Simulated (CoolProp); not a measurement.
Vapour-liquid equilibrium of isobutane (1) + R245fa (2) at 369 K; x and y are mole fractions of (1).

Model: multi-fluid Helmholtz-energy mixture model, Bücker 2006 and Akasaka 2015; pair parameters Bell 2016, in CoolProp.

| x | bubble pressure, mixture model (kPa) | bubble pressure, Raoult's law (kPa) | y, mixture model | y, Raoult's law |
|---|---|---|---|---|
| 0.05 | 1326 | 1186 | 0.139 | 0.077 |
| 0.125 | 1538 | 1238 | 0.276 | 0.186 |
| 0.2 | 1700 | 1289 | 0.367 | 0.285 |
| 0.275 | 1824 | 1341 | 0.433 | 0.377 |
| 0.35 | 1918 | 1392 | 0.486 | 0.462 |
| 0.425 | 1990 | 1443 | 0.532 | 0.541 |
| 0.5 | 2043 | 1495 | 0.576 | 0.615 |
| 0.575 | 2080 | 1546 | 0.619 | 0.683 |
| 0.65 | 2099 | 1598 | 0.664 | 0.748 |
| 0.725 | 2099 | 1649 | 0.713 | 0.808 |
| 0.8 | 2076 | 1700 | 0.770 | 0.865 |
| 0.875 | 2022 | 1752 | 0.838 | 0.918 |
| 0.95 | 1928 | 1803 | 0.925 | 0.968 |

The largest gap from Raoult's law is +37.9 % in bubble pressure, at x = 0.425. y crosses x between x = 0.65 and 0.725: the model has an azeotrope there.

The pair parameters rest on a limited set of measurements; away from them the model extrapolates.
